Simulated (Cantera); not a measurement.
# Stirred combustor or abatement burner

A perfectly stirred reactor is fed with CH3OH : O2 : N2 = 1 : 0.833 : 3.13 (molar parts), equivalence ratio 1.8, at 750 Torr; it is adiabatic with a 575 K inlet, and is followed from long to short residence time, starting on the burning branch (τ in s: 0.099, 0.044, 0.019, 0.0085, 0.0038, 0.0017, 0.00074, 0.00033, 0.00014, 6.4e-05, 2.8e-05, 1.2e-05, 5.5e-06).

Computed with Cantera and GRI-Mech 3.0 (53 species, 325 reactions). GRI-Mech 3.0 was tuned for natural gas; its chemistry of methanol as a main component is partial and can be far from experiment.

| τ (s) | T (K) | x CH3OH | x O2 | x CH2 | x N2O | x CH2O | x OH | x NO2 |
|---|---|---|---|---|---|---|---|---|
| 0.099 | 1968 | 1.97e-6 | 4.90e-5 | 7.96e-8 | 1.18e-9 | 1.80e-6 | 0.000504 | 1.12e-10 |
| 0.044 | 1960 | 3.25e-6 | 8.27e-5 | 1.69e-7 | 1.58e-9 | 2.93e-6 | 0.000688 | 1.70e-10 |
| 0.019 | 1951 | 5.61e-6 | 0.000144 | 3.69e-7 | 2.13e-9 | 4.98e-6 | 0.000918 | 2.49e-10 |
| 0.0085 | 1939 | 9.84e-6 | 0.000251 | 7.67e-7 | 2.82e-9 | 8.60e-6 | 0.00116 | 3.32e-10 |
| 0.0038 | 1927 | 1.82e-5 | 0.000446 | 1.56e-6 | 3.67e-9 | 1.56e-5 | 0.00139 | 4.04e-10 |
| 0.0017 | 1914 | 3.58e-5 | 0.000827 | 3.15e-6 | 4.59e-9 | 3.00e-5 | 0.00157 | 4.53e-10 |
| 0.00074 | 1898 | 7.75e-5 | 0.00167 | 6.40e-6 | 5.36e-9 | 6.37e-5 | 0.00167 | 4.90e-10 |
| 0.00033 | 1872 | 0.000181 | 0.00361 | 1.23e-5 | 5.93e-9 | 0.000145 | 0.00164 | 5.80e-10 |
| 0.00014 | 1795 | 0.000617 | 0.0107 | 2.04e-5 | 8.29e-9 | 0.000481 | 0.00121 | 1.09e-9 |
| 6.4e-5 | 575 | 0.201 | 0.168 | <1e-12 | <1e-12 | <1e-12 | <1e-12 | <1e-12 |
| 2.8e-5 | 575 | 0.201 | 0.168 | <1e-12 | <1e-12 | <1e-12 | <1e-12 | <1e-12 |
| 1.2e-5 | 575 | 0.201 | 0.168 | <1e-12 | <1e-12 | <1e-12 | <1e-12 | <1e-12 |
| 5.5e-6 | 575 | 0.201 | 0.168 | <1e-12 | <1e-12 | <1e-12 | <1e-12 | <1e-12 |
x: mole fraction; the columns are a selection and need not sum to one.
